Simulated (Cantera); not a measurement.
Cantera run:

```python
import numpy as np
import cantera as ct

gas_names = """
    F FO FO2 F2 F2O H HF HNO HNO2 HNO3 HOF HO2 H2 H2F2 H2O H2O2 H3F3 H4F4 H5F5 H6F6 H7F7 N NF NF2 NF3 NH
    NH2 NH3 NH2OH NO NO2 NO3 N2 N2H2 N2H4 N2O O OH O2 O3
""".split()
cond_names = """
    H2O(s) H2O(L)
""".split()


# ... load() reads the species with a 1 bar reference pressure and builds the phases ...
atoms = {
    'NF3': {'N': 1, 'F': 3},
    'H2O': {'H': 2, 'O': 1},
    'O2': {'O': 2},
}
top_T = {}  # K; cautious upper limits of use, not melting points


# ... equilibrate(T, P, feed) seeds the gas with the atoms and calls Mixture.equilibrate('TP', solver="vcs", rtol=1e-11, max_steps=5000) ...
results = []
feed = {'NF3': 1, 'H2O': 8, 'O2': 0.53}  # mol
P = 610000  # Pa
for T in [2698, 2798, 2898, 2998, 3098, 3198, 3298]:
    mix = equilibrate(T, P, feed)
    results.append((T, P, feed, dict(zip(mix.species_names, mix.species_moles))))
    x = sorted(zip(gas.X, gas.species_names), reverse=True)
    print(f"T = {T:g} K  P = {P:g} Pa  gas = {mix.phase_moles(0):.4g} mol")
    print("   x: " + "  ".join(f"{s} {v:.3e}" for v, s in x if v > 0.001))
    print("   condensed (mol): " + ("  ".join(f"{mix.phase(i).name} {mix.phase_moles(i):.4g}"
          for i in range(1, mix.n_phases) if mix.phase_moles(i) > 1e-12) or "none"))
```

It prints:

```
T = 2698 K  P = 610000 Pa  gas = 11.47 mol
   x: H2O 5.397e-01  HF 2.613e-01  O2 1.041e-01  N2 4.102e-02  OH 3.181e-02  H2 9.801e-03  NO 5.097e-03  O 4.678e-03  H 2.260e-03
   condensed (mol): none
T = 2798 K  P = 610000 Pa  gas = 11.56 mol
   x: H2O 5.260e-01  HF 2.593e-01  O2 1.023e-01  OH 4.048e-02  N2 4.037e-02  H2 1.439e-02  O 6.978e-03  NO 5.796e-03  H 3.946e-03
   condensed (mol): none
T = 2898 K  P = 610000 Pa  gas = 11.66 mol
   x: H2O 5.086e-01  HF 2.568e-01  O2 1.005e-01  OH 5.038e-02  N2 3.961e-02  H2 2.040e-02  O 1.012e-02  H 6.603e-03  NO 6.513e-03
   condensed (mol): none
T = 2998 K  P = 610000 Pa  gas = 11.81 mol
   x: H2O 4.869e-01  HF 2.535e-01  O2 9.870e-02  OH 6.138e-02  N2 3.873e-02  H2 2.793e-02  O 1.430e-02  H 1.062e-02  NO 7.238e-03
   condensed (mol): none
T = 3098 K  P = 610000 Pa  gas = 11.99 mol
   x: H2O 4.607e-01  HF 2.494e-01  O2 9.689e-02  OH 7.327e-02  N2 3.772e-02  H2 3.696e-02  O 1.976e-02  H 1.645e-02  NO 7.960e-03
   condensed (mol): none
T = 3198 K  P = 610000 Pa  gas = 12.22 mol
   x: H2O 4.298e-01  HF 2.443e-01  O2 9.503e-02  OH 8.569e-02  H2 4.729e-02  N2 3.657e-02  O 2.673e-02  H 2.461e-02  NO 8.667e-03  F 1.102e-03
   condensed (mol): none
T = 3298 K  P = 610000 Pa  gas = 12.51 mol
   x: H2O 3.947e-01  HF 2.383e-01  OH 9.818e-02  O2 9.303e-02  H2 5.850e-02  H 3.559e-02  O 3.545e-02  N2 3.528e-02  NO 9.340e-03  F 1.467e-03
   condensed (mol): none
```

Cantera equilibrium calculation (NASA polynomials, part measured and part estimated; ideal gas, pure solids and liquids).
